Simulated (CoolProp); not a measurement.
Tetradecamethylhexasiloxane (MD4M) at 395.34 K and 1.02 MPa is throttled through a valve to 0.392 MPa with no heat exchange. Each further row changes one setting.

Values from CoolProp's reference Helmholtz-energy equation of state, Thol 2019.

```json
[
 {"case": "as stated", "temperature change (K)": "+0.2", "final density (kg/m³)": "792"},
 {"case": "outlet pressure 0.118 MPa", "temperature change (K)": "+0.3", "final density (kg/m³)": "792"},
 {"case": "outlet pressure 0.51 MPa", "temperature change (K)": "+0.2", "final density (kg/m³)": "793"}
]
```
